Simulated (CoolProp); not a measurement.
Vapour-liquid equilibrium of isobutene (1) + n-octane (2) at 1.1 bar; x and y are mole fractions of (1).

The numbers come from the multi-fluid Helmholtz-energy mixture model, Lemmon 2005 and Beckmüller 2019; pair parameters Bell 2016 in CoolProp.

| x | bubble temperature, mixture model (°C) | bubble temperature, Raoult's law (°C) | y, mixture model | y, Raoult's law |
|---|---|---|---|---|
| 0.05 | 96.5 | 91.1 | ___ | 0.700 |
| 0.15 | 58.2 | 54.7 | 0.919 | 0.936 |
| 0.25 | 39.1 | 36.8 | ___ | 0.976 |
| 0.35 | 27.2 | 25.6 | ___ | 0.989 |
| 0.45 | 18.9 | 17.7 | ___ | 0.994 |
| 0.55 | ___ | 11.7 | 0.996 | 0.997 |
| 0.65 | ___ | 6.8 | 0.998 | 0.998 |
| 0.75 | ___ | 2.8 | 0.999 | 0.999 |
| 0.85 | -0.4 | -0.6 | 0.999 | 0.999 |
| 0.95 | -3.5 | -3.5 | 1.000 | 1.000 |

**Question.** Some entries are withheld; supply them.

**Answer.** 
- 0.05, y, mixture model: 0.625
- 0.25, y, mixture model: 0.970
- 0.35, y, mixture model: 0.986
- 0.45, y, mixture model: 0.992
- 0.55, bubble temperature, mixture model (°C): 12.5
- 0.65, bubble temperature, mixture model (°C): 7.4
- 0.75, bubble temperature, mixture model (°C): 3.2

The largest gap from Raoult's law is +5.4 K in bubble temperature, at x = 0.05. No azeotrope shows between x = 0.05 and 0.95.

The pair parameters rest on a limited set of measurements; away from them the model extrapolates.
